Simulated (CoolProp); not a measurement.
Properties of hydrogen chloride along the isobar 0.101 MPa (Tc = 51.5 °C, pc = 8.314 MPa, ω = 0.130).

Model: reference Helmholtz-energy equation of state, Thol 2018, in CoolProp.

```json
[
 {"T (°C)": "37.25", "phase": "gas", "Z": "0.9948", "cp (kJ/(kg K))": "0.8079", "expansivity (1/kK)": "3.275"},
 {"T (°C)": "69.65", "phase": "gas", "Z": "0.9961", "cp (kJ/(kg K))": "0.8049", "expansivity (1/kK)": "2.952"},
 {"T (°C)": "102.05", "phase": "gas", "Z": "0.9971", "cp (kJ/(kg K))": "0.8035", "expansivity (1/kK)": "2.689"},
 {"T (°C)": "134.45", "phase": "gas", "Z": "0.9977", "cp (kJ/(kg K))": "0.8030", "expansivity (1/kK)": "2.471"},
 {"T (°C)": "166.85", "phase": "gas", "Z": "0.9982", "cp (kJ/(kg K))": "0.8031", "expansivity (1/kK)": "2.286"},
 {"T (°C)": "199.25", "phase": "gas", "Z": "0.9986", "cp (kJ/(kg K))": "0.8039", "expansivity (1/kK)": "2.127"},
 {"T (°C)": "231.65", "phase": "gas", "Z": "0.9989", "cp (kJ/(kg K))": "0.8053", "expansivity (1/kK)": "1.989"},
 {"T (°C)": "264.05", "phase": "gas", "Z": "0.9991", "cp (kJ/(kg K))": "0.8071", "expansivity (1/kK)": "1.868"},
 {"T (°C)": "296.45", "phase": "gas", "Z": "0.9993", "cp (kJ/(kg K))": "0.8095", "expansivity (1/kK)": "1.761"}
]
```
